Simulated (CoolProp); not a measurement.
Vapour-liquid equilibrium of R125 (1) + isobutane (2) at -49.05 °C; x and y are mole fractions of (1).

Values from CoolProp's multi-fluid Helmholtz-energy mixture model, Lemmon 2005 and Bücker 2006; pair parameters Bell 2016.

```
x      bubble pressure (kPa)  y at the bubble point  dew pressure at overall composition x (kPa)  liquid density (mol/L)
-----  ---------------------  ---------------------  -------------------------------------------  ----------------------
0.05                   38.23                  0.553                                        18.62                   10.95
0.125                  61.31                  0.736                                        20.17                   11.03
0.2                    76.74                  0.799                                        22.00                   11.12
0.275                  86.35                  0.829                                        24.19                   11.20
0.35                   91.85                  0.844                                        26.85                   11.30
0.425                  94.67                  0.852                                        30.18                   11.39
0.5                    95.90                  0.856                                        34.42                   11.50
0.575                  96.39                  0.858                                        40.04                   11.62
0.65                       …                  0.860                                        47.81                   11.75
0.725                  97.18                  0.863                                        59.17                   11.90
0.8                    97.95                  0.872                                        76.94                   12.07
0.875                  98.74                  0.892                                        98.15                   12.26
0.95                   98.54                  0.939                                            …                       …
```

Some entries are withheld; supply them.


- 0.65, bubble pressure (kPa): 96.70
- 0.95, dew pressure at overall composition x (kPa): 98.28
- 0.95, liquid density (mol/L): 12.48

y crosses x between x = 0.875 and 0.95: the model has an azeotrope there.

The pair parameters rest on a limited set of measurements; away from them the model extrapolates. With so large a gap from Raoult's law the liquid may split in two, which this calculation doesn't test in full.
